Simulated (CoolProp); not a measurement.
Vapour-liquid equilibrium of n-octane (1) + p-xylene (2) at 280 kPa; x and y are mole fractions of (1).

The numbers come from the multi-fluid Helmholtz-energy mixture model, Beckmüller 2019 and Zhou 2012; pair parameters Bell 2016 in CoolProp.

Question: Give the bubble temperature and the first vapour's composition at x = 0.275, 0.65, 0.725. Is there an azeotrope?

Answer: x = 0.275: 447.7 K, y = 0.349; x = 0.65: 442.7 K, y = 0.697; x = 0.725: 442.0 K, y = 0.762. No azeotrope shows between x = 0.05 and 0.95.

The pair parameters rest on a limited set of measurements; away from them the model extrapolates.
